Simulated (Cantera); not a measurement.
An isothermal, constant-pressure homogeneous reactor starts with CH4 : O2 : N2 = 0.021 : 0.006 : 1 (molar parts), equivalence ratio 7.0, at 1098 K and 4.74 atm.

Cantera simulation using GRI-Mech 3.0 (53 species, 325 reactions); the numbers are that mechanism's predictions, not measurements. GRI-Mech 3.0 stops at C3 and has no aromatics, soot or wall deposition, so with more carbon than oxygen in the feed, carbon stays in small species such as C2H2 where larger ones or solid carbon would form.

x: mole fraction; the columns are a selection and need not sum to one.

| t (s) | x CH4 | x O2 | x C2H | x C2H6 | x NO | x CH3 | x H2O2 |
|---|---|---|---|---|---|---|---|
| 1.00e-6 | 0.0204 | 0.00584 | <1e-12 | <1e-12 | <1e-12 | 3.36e-12 | <1e-12 |
| 4.33e-6 | 0.0204 | 0.00584 | <1e-12 | <1e-12 | <1e-12 | 1.48e-11 | <1e-12 |
| 1.87e-5 | 0.0204 | 0.00584 | <1e-12 | <1e-12 | <1e-12 | 6.49e-11 | <1e-12 |
| 8.11e-5 | 0.0204 | 0.00584 | <1e-12 | <1e-12 | <1e-12 | 2.85e-10 | 2.19e-12 |
| 0.000351 | 0.0204 | 0.00584 | <1e-12 | <1e-12 | <1e-12 | 1.30e-9 | 3.11e-11 |
| 0.00152 | 0.0204 | 0.00584 | <1e-12 | 1.13e-11 | <1e-12 | 7.28e-9 | 2.36e-10 |
| 0.00658 | 0.0204 | 0.00584 | <1e-12 | 2.32e-9 | <1e-12 | 5.04e-8 | 6.22e-10 |
| 0.0285 | 0.0204 | 0.00584 | <1e-12 | 1.08e-7 | <1e-12 | 1.12e-7 | 5.49e-10 |
| 0.123 | 0.0204 | 0.00584 | <1e-12 | ___ | <1e-12 | 1.20e-7 | 6.56e-10 |
| 0.534 | 0.0204 | 0.00583 | <1e-12 | ___ | <1e-12 | ___ | ___ |
| 2.31 | 0.0203 | 0.00577 | <1e-12 | 3.27e-5 | <1e-12 | 2.36e-7 | 3.49e-9 |
| 10.0 | 0.0183 | 0.00435 | <1e-12 | 0.000202 | <1e-12 | 5.71e-7 | 1.98e-8 |

Task: Complete the blanks.

Result: 
- 0.123, x C2H6: 7.35e-7
- 0.534, x C2H6: 4.25e-6
- 0.534, x CH3: 1.48e-7
- 0.534, x H2O2: 1.16e-9
